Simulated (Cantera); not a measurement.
A closed system holds: 1 mol c-C4F8, 0.32 mol H2, at 1198.15 K and 13300 Pa.

Cantera equilibrium calculation (NASA polynomials, part measured and part estimated; ideal gas, pure solids and liquids). Candidate condensed phases: C, C6H6, C7H8, C8H18; 95 gas species. The feed counts by its element totals alone. Gases not in the tables: C2F6 and larger saturated fluorocarbons. Kinetics and transport are ignored.

Base state: CF4 0.742, HF 0.258 (mole fractions); condensed: C(graphite).

### Question
What changes in the equilibrium state with this change: H2 from 0.32 to 4.9 mol?

### Answer
| species | before | after |
|---|---|---|
| HF | 0.258 | 0.899 |
| H2 | <1e-9 | 0.101 |
| CH4 | <1e-9 | 2.18e-5 |
| CF4 | 0.742 | <1e-9 |
| C(graphite), mol | 2.16 | 4.00 |
